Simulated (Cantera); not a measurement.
Input (Python, Cantera):

```python
import numpy as np
import cantera as ct

gas = ct.Solution("gri30.yaml")
gas.TPX = 1225, 2400000, {'CH4': 1, 'O2': 1.25, 'N2': 4.7}
reactor = ct.IdealGasReactor(gas, energy="on", clone=False)
net = ct.ReactorNet([reactor])
net.rtol, net.atol = 1e-08, 1e-16
show = ['CH4', 'O2', 'C2H2', 'H2O', 'CH3', 'N2O', 'HO2']
times = np.geomspace(4e-06, 0.1, 15)

steps = ct.SolutionArray(gas, extra=["t"])
rows = []
print(f"{'t/s':>10s}{'T/K':>9s}{'P/Pa':>11s}" + "".join(f"{s:>11s}" for s in show))
for t in times:
    while net.time < t:
        t_next = net.step()
        steps.append(gas.state, t=t_next)
    rows.append([np.interp(t, steps.t, y) for y in (steps.T, steps.P, *steps(*show).X.T)])
    print(f"{t:10.3e}{rows[-1][0]:9.1f}{rows[-1][1]:11.4g}" + "".join(f"{x:11.3e}" for x in rows[-1][2:]))
rate = np.gradient(steps.T, steps.t)
print("integrator steps:", len(steps.t))
if steps.T.max() > steps.T[0] + 200:
    print(f"time of steepest temperature rise: {steps.t[rate.argmax()]:.4e} s")
gas.TPX = 1225, 2400000, {'CH4': 1, 'O2': 1.25, 'N2': 4.7}
gas.equilibrate("UV")
print(f"equilibrium (UV): T = {gas.T:.1f} K  " + "  ".join(f"{s} {gas[s].X[0]:.3e}" for s in show))
```

Output:

```
       t/s      T/K       P/Pa        CH4         O2       C2H2        H2O        CH3        N2O        HO2
 4.000e-06   1225.0    2.4e+06  1.439e-01  1.799e-01  1.102e-19  1.424e-08  1.984e-07  1.053e-13  1.722e-07
 8.245e-06   1225.0    2.4e+06  1.439e-01  1.799e-01  2.976e-18  7.293e-08  4.499e-07  4.254e-13  3.357e-07
 1.700e-05   1225.0    2.4e+06  1.439e-01  1.799e-01  1.097e-16  4.074e-07  1.121e-06  1.684e-12  6.176e-07
 3.503e-05   1225.0    2.4e+06  1.439e-01  1.799e-01  6.383e-15  2.391e-06  3.042e-06  6.328e-12  1.012e-06
 7.221e-05   1225.1    2.4e+06  1.439e-01  1.798e-01  3.815e-13  1.267e-05  6.621e-06  2.148e-11  1.375e-06
 1.489e-04   1225.3  2.401e+06  1.438e-01  1.798e-01  8.490e-12  4.739e-05  8.489e-06  6.353e-11  1.773e-06
 3.068e-04   1226.0  2.402e+06  1.437e-01  1.797e-01  9.628e-11  1.467e-04  1.012e-05  1.838e-10  2.704e-06
 6.325e-04   1228.8  2.407e+06  1.432e-01  1.794e-01  1.306e-09  5.215e-04  1.428e-05  6.274e-10  5.529e-06
 1.304e-03   1258.7  2.467e+06  1.389e-01  1.760e-01  1.091e-07  4.466e-03  4.040e-05  4.324e-09  2.853e-05
 2.687e-03   2900.6   6.32e+06  1.491e-09  5.325e-05  5.257e-12  1.647e-01  1.170e-09  2.324e-07  2.554e-07
 5.539e-03   2900.6   6.32e+06  1.491e-09  5.325e-05  5.257e-12  1.647e-01  1.170e-09  2.324e-07  2.554e-07
 1.142e-02   2900.6   6.32e+06  1.491e-09  5.325e-05  5.257e-12  1.647e-01  1.170e-09  2.324e-07  2.554e-07
 2.354e-02   2900.6   6.32e+06  1.491e-09  5.325e-05  5.257e-12  1.647e-01  1.170e-09  2.324e-07  2.554e-07
 4.851e-02   2900.6   6.32e+06  1.491e-09  5.325e-05  5.257e-12  1.647e-01  1.170e-09  2.324e-07  2.554e-07
 1.000e-01   2900.6   6.32e+06  1.491e-09  5.325e-05  5.257e-12  1.647e-01  1.170e-09  2.324e-07  2.554e-07
integrator steps: 2243
time of steepest temperature rise: 1.5519e-03 s
equilibrium (UV): T = 2900.6 K  CH4 1.664e-09  O2 5.325e-05  C2H2 5.731e-12  H2O 1.647e-01  CH3 1.305e-09  N2O 2.324e-07  HO2 2.554e-07
```

Model: GRI-Mech 3.0 (53 species, 325 reactions), integrated in Cantera. The pressure lies above the range GRI-Mech 3.0 was tuned for (to about 10 atm).
